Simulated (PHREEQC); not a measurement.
Dissolve 0.012 mol/kgw CuSO4 and 0.055 mol/kgw H2SO4 at 15 °C. It is in equilibrium with CO2 at log p = 0 (atm). Otherwise closed; pH follows from the charge balance.

All values are PHREEQC results (ion-association model, phreeqc.dat), not measurements.

| quantity | before | after |
|---|---|---|
| pH | 1.25 | 1.89 |
| HSO4- (mol/kgw) | 0.0423 | 0.00692 |
| SO4-2 (mol/kgw) | 0.0205 | 0.0120 |
| (CO2)2 (mol/kgw) | 2.59e-5 | 2.63e-5 |
| HCO3- (mol/kgw) | 3.94e-7 | 1.61e-6 |

**Question.** Which change was made?
(A) 0.0063 mol/kgw HCl added
(B) 0.009 mol/kgw KBr added
(C) temperature from 15 to 90 °C
(D) H2SO4 from 0.055 to 0.011 mol/kgw
(E) CuSO4 replaced by Na2SO4 at the same molality

**Answer.** D, H2SO4 from 0.055 to 0.011 mol/kgw

Precipitation was switched off in this run.
